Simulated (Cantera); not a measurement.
An isothermal, constant-pressure homogeneous reactor starts with NO : N2 : H2O = 1 : 0.77 : 0.037 (molar parts), at 1723 K and 170000 Pa.

Model: GRI-Mech 3.0 (53 species, 325 reactions), integrated in Cantera.

x: mole fraction; the columns are a selection and need not sum to one.

| t (s) | x NO | x O2 | x NO2 | x N2 | x O |
|---|---|---|---|---|---|
| 1.00e-5 | 0.553 | 4.26e-10 | 3.24e-7 | 0.426 | 1.81e-7 |
| 4.64e-5 | 0.553 | 3.81e-9 | 2.07e-6 | 0.426 | 2.05e-7 |
| 0.000215 | 0.553 | 6.01e-8 | 1.16e-5 | 0.426 | 3.01e-7 |
| 0.00100 | 0.553 | ? | ? | 0.426 | ? |
| 0.00464 | 0.553 | ? | ? | 0.426 | ? |
| 0.0215 | 0.551 | 0.00106 | 0.000298 | 0.427 | 3.06e-6 |
| 0.100 | 0.541 | 0.00556 | 0.000428 | 0.432 | 4.35e-6 |
| 0.464 | 0.502 | 0.0250 | 0.000709 | 0.452 | 7.56e-6 |
| 2.15 | 0.373 | 0.0894 | 0.000951 | 0.516 | 1.34e-5 |
| 10.0 | 0.159 | 0.196 | 0.000596 | 0.623 | 1.95e-5 |

### Question
Some entries are withheld; supply them.

### Answer

- 0.00100, x O2: 2.95e-6
- 0.00100, x NO2: 6.97e-5
- 0.00100, x O: 9.17e-7
- 0.00464, x O2: 0.000103
- 0.00464, x NO2: 0.000220
- 0.00464, x O: 2.34e-6
